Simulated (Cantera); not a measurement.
An adiabatic, constant-pressure homogeneous reactor starts with 22.5 % H₂, 16.3 % O₂, 61.2 % N₂, equivalence ratio 0.69, at 1498 K and 950000 Pa.

Model: the H2/O2 subset of GRI-Mech 3.0, which has no nitrogen chemistry, integrated in Cantera. The hydrogen kinetics of GRI-Mech 3.0 are dated; newer H2 mechanisms differ, most at raised pressure.

### Question
Predict: time of steepest temperature rise; temperature at 1.00 s; equilibrium temperature; x(H₂) at 1.00 s; x(O₂) at 1.00 s; x(HO₂) at 1.00 s; x(OH) at 1.00 s; x(H) at 1.00 s; x(H₂O₂) at 1.00 s.

### Answer
```
Quantity                                                            Result
---------------------------------  ---------------------------------------
time of steepest temperature rise                                  1.58 µs
temperature at 1.00 s                                               2857 K
equilibrium temperature                                             2857 K
x(H₂) at 1.00 s                    0.00873 (gas-phase equilibrium 0.00873)
x(O₂) at 1.00 s                      0.0529 (gas-phase equilibrium 0.0529)
x(HO₂) at 1.00 s                   3.03e-5 (gas-phase equilibrium 3.03e-5)
x(OH) at 1.00 s                      0.0234 (gas-phase equilibrium 0.0234)
x(H) at 1.00 s                     0.00304 (gas-phase equilibrium 0.00304)
x(H₂O₂) at 1.00 s                  2.23e-6 (gas-phase equilibrium 2.23e-6)
```
